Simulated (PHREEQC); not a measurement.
Make-up at 25 °C: 0.0029 mol TMAH and 2.5e-07 mol H4SiO4 per kg of water. Closed to the air; pH follows from the charge balance.

Computed with PHREEQC (ion-association model, phreeqc.dat).

| Quantity | Result |
|---|---|
| pH | 11.43 |
| ionic strength | 0.00290 mol/kgw |
| total alkalinity | 2.90 meq/kg |

```tsv
species	molality	activity	log γ
OH-	0.00290	0.00273	-0.026
(CH3)4N+	0.00290	0.00273	-0.026
H3SiO4-	2.39e-7	2.25e-7	-0.026
H4SiO4	5.66e-9	5.66e-9	0.000
H2SiO4-2	5.21e-9	4.14e-9	-0.100
```

This is a speciation only: nothing precipitates in the calculation. (CH3)4N+ isn't in the database: it is added as a free cation with an ion size of 4 Å.
